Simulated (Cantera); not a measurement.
A perfectly stirred reactor is fed with CH4 : H2 : O2 : N2 : H2O = 1 : 1 : 3.47 : 13.1 : 0.6 (molar parts), at 1.00 bar; it is adiabatic with a 775 K inlet, and is followed from long to short residence time, starting on the burning branch (τ in s: 0.24, 0.12, 0.054, 0.026, 0.012, 0.0057, 0.0027, 0.0013, 0.0006, 0.00028, 0.00013, 6.3e-05, 3e-05).

Cantera simulation using GRI-Mech 3.0 (53 species, 325 reactions); the numbers are that mechanism's predictions, not measurements.

One state of this run: T (K) = 2156; x CH4 = 1.71e-5; x H2 = 0.00240; x O2 = 0.0522; x CO2 = 0.0496; x OH = 0.00719. x: mole fraction; the columns are a selection and need not sum to one.

Q: Which value of τ (s) does it belong to?
A. 0.012
B. 0.0057
C. 0.12
D. 0.054

A: B, 0.0057
